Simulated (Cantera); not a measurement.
Input: 1 mol Nb, 3.5 mol O2, at 0.150 bar.

These are equilibrium values from Cantera (NASA tables, ideal gas, pure condensed phases), not measurements of a reactor. Candidate condensed phases: Nb, NbO, NbO2, Nb2O5; 6 gas species. Condensed phases not in the tables: the oxides between NbO2 and Nb2O5. The numbers say what is thermodynamically allowed, not how fast it happens.

x: gas mole fraction; n: condensed amount in mol.

| T (K) | x O2 | x O | x NbO2 | x NbO | x O3 | n Nb2O5(s) | n Nb2O5(l) |
|---|---|---|---|---|---|---|---|
| 1225 | 1.00 | 1.09e-7 | <1e-12 | <1e-12 | 9.07e-11 | 0.500 | 0 |
| 1425 | 1.000 | 3.58e-6 | <1e-12 | <1e-12 | 6.58e-10 | 0.500 | 0 |
| 1625 | 1.000 | 5.03e-5 | 2.39e-11 | <1e-12 | 2.95e-9 | 0.500 | 0 |
| 1825 | 1.000 | ? | ? | <1e-12 | ? | 0 | 0.500 |
| 2025 | 0.998 | ? | ? | <1e-12 | ? | 0 | 0.500 |
| 2225 | 0.992 | 0.00814 | 1.70e-5 | 6.38e-11 | 5.51e-8 | 0 | 0.500 |
| 2425 | 0.974 | 0.0252 | 0.000289 | 6.42e-9 | 1.06e-7 | 0 | 0.500 |
| 2625 | 0.932 | 0.0650 | 0.00310 | 3.13e-7 | 1.80e-7 | 0 | 0.496 |

### Question
Some entries are withheld; supply them.

### Answer

- 1825, x O: 0.000397
- 1825, x NbO2: 7.48e-9
- 1825, x O3: 9.61e-9
- 2025, x O: 0.00209
- 2025, x NbO2: 5.38e-7
- 2025, x O3: 2.50e-8
